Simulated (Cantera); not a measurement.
An isothermal, constant-pressure homogeneous reactor starts with CH2O : O2 : N2 = 0.029 : 0.01 : 1 (molar parts), equivalence ratio 2.9, at 1275 K and 5.20 bar.

Model: GRI-Mech 3.0 (53 species, 325 reactions), integrated in Cantera.

One state of this run: x CH2O = 0.0243; x O2 = 0.00851; x CH2 = 8.51e-10; x NO = <1e-12; x H2 = 0.00212; x NO2 = <1e-12; x CH3 = 6.04e-9. x: mole fraction; the columns are a selection and need not sum to one.

Question: Which value of t (s) does it belong to?
A) 0.0146
B) 0.000597
C) 7.09e-5
D) 0.356

Answer: C, 7.09e-5
